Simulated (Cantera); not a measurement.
Input: 1 mol Si, 0.016 mol H2O, 100 mol N2, equilibrated at 823 K and 4.58 Torr.

These are equilibrium values from Cantera (NASA tables, ideal gas, pure condensed phases), not measurements of a reactor. Candidate condensed phases: H2O, Si, SiO2, Si2N2O, Si3N4; 35 gas species. N2 is the only nitrogen source here; it is nearly inert below about 1500 K, so the nitride shown seldom forms there in practice. Equilibrium is a limit: real reactors are often held back by kinetics, nucleation or transport.

Problem. What is the equilibrium state?

Solution. 
| Item | Value |
|---|---|
| x(N2) | 1.000 |
| x(H2) | 0.000161 |
| n(Si2N2O(s)) | 0.0160 mol |
| n(Si3N4(s)) | 0.323 mol |
| gas amount | 99.35 mol |
| log10 activity of Si(s) (absent) | -8.51 |
